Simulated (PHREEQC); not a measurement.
Synthetic water in mg/kgw, 25 °C, pH 6.87, pe 8.5: Na 2.12; K 5.17; Ca 29.9; Mg 5.74; Cl 53.3; S(6) as SO4 14.6; Alkalinity as HCO3 19.9; Br 3.43; Si as SiO2 0.0438; Pb 12.4; B 0.217.

Valence states are taken as typed.

Equilibrium calculation in PHREEQC: ion-association model, phreeqc.dat.

```json
[
 {"quantity": "HCO3- (mol/kgw)", "before": "0.000262", "after": "0.000495"},
 {"quantity": "SO4-2 (mol/kgw)", "before": "0.000135", "after": "0.000253"},
 {"quantity": "CO2 (mol/kgw)", "before": "7.47e-5", "after": "0.000138"},
 {"quantity": "PbCO3 (mol/kgw)", "before": "2.73e-5", "after": "6.67e-5"},
 {"quantity": "Pb+2 (mol/kgw)", "before": "2.36e-5", "after": "3.40e-5"},
 {"quantity": "SI of Pb(OH)2 (Pb(OH)2)", "before": "+0.85", "after": "+0.97"},
 {"quantity": "SI of Anglesite (PbSO4)", "before": "-0.92", "after": "-0.57"}
]
```

Question: Name the change that produced these shifts.
A) Na from 2.12 to 6.36 mg/kgw
B) all concentrations times 2 at the same typed pH
C) Cl from 53.3 to 107 mg/kgw

Answer: B, all concentrations times 2 at the same typed pH

No solid was allowed to form. Some of these states are supersaturated (in Cerussite, Pb(OH)2, for instance).
